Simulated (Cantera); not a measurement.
Standard-state values (1 bar) from the NASA 1993 polynomials, evaluated with Cantera. Values are per mole of reaction as written; species without (g) are pure solids or liquids, kept so even where they would boil at 1 bar.

O₃(g) + MgS → SO₂(g) + MgO

```
T (K)  ΔH° (kJ)  ΔS° (J/K)  ΔG° (kJ)  log10 K
-----  --------  ---------  --------  -------
300      -694.2      -14.2    -689.9   120.12
1125        ___        ___       ___      ___
1325        ___        ___       ___      ___
1525     -697.4      -19.9    -667.1    22.85
1725        ___        ___       ___      ___
1925     -699.6      -21.2    -658.9    17.88
```

Problem. What belongs in the gaps?

Solution. 
- 1125, ΔH° (kJ): -697.0
- 1125, ΔS° (J/K): -19.6
- 1125, ΔG° (kJ): -675.0
- 1125, log10 K: 31.34
- 1325, ΔH° (kJ): -697.2
- 1325, ΔS° (J/K): -19.7
- 1325, ΔG° (kJ): -671.0
- 1325, log10 K: 26.45
- 1725, ΔH° (kJ): -698.2
- 1725, ΔS° (J/K): -20.4
- 1725, ΔG° (kJ): -663.1
- 1725, log10 K: 20.08
